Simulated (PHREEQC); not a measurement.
Dissolve 0.0013 mol NaH2PO4 and 0.00093 mol H3AsO4 per kg of water at 10 °C. Closed to the air; pH follows from the charge balance.

Equilibrium calculation in PHREEQC: ion-association model, wateq4f.dat.

No solid was allowed to form.

Question: Estimate the pH, ionic strength.

Answer: pH 3.15; ionic strength 0.00204 mol/kgw.

Question: In which forms is As present?

Answer: H2AsO4- 90 %, H3AsO4 10 % of the As.

Species that the database lacks are ignored. H3PO4, which wateq4f.dat lacks, is added to it with the constant of phreeqc.dat. At this temperature some constants are extrapolated from 25 °C, and those without enthalpy data are left unchanged.
